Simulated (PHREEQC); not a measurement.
Make-up at 42 °C: 0.13 mol HF, 0.0036 mol (CH3)4NF and 0.032 mol (NH4)2SiF6 per kg of water. Closed to the air; pH follows from the charge balance.

The numbers come from PHREEQC with the ion-association model, wateq4f.dat.

| quantity | before | after |
|---|---|---|
| pH | 2.15 | 3.18 |
| ionic strength (mol/kgw) | 0.108 | 0.00143 |
| HF (mol/kgw) | 0.0932 | 0.00163 |
| H2F2 (mol/kgw) | 0.0123 | 3.68e-6 |
| F- (mol/kgw) | 0.00874 | 0.00124 |
| HF2- (mol/kgw) | 0.00353 | 8.58e-6 |

**Question.** Which change was made?
(A) 0.055 mol/kgw HBF4 added
(B) 0.23 mol/kgw HBr added
(C) diluted 100-fold with water
(D) HF from 0.13 to 0.013 mol/kgw
(E) HF from 0.13 to 0.195 mol/kgw

**Answer.** C, diluted 100-fold with water

Precipitation was switched off in this run. Some of these states are supersaturated (in Quartz (slow to form), for instance). (CH3)4N+ isn't in the database: it is added as a free cation with an ion size of 4 Å. wateq4f.dat counts part of the HF as a dimer, H2F2, which phreeqc.dat doesn't know; its constant is uncertain. Constants without temperature data keep their 25 °C values here. SiF6-2 is the database's only silicon fluoride.
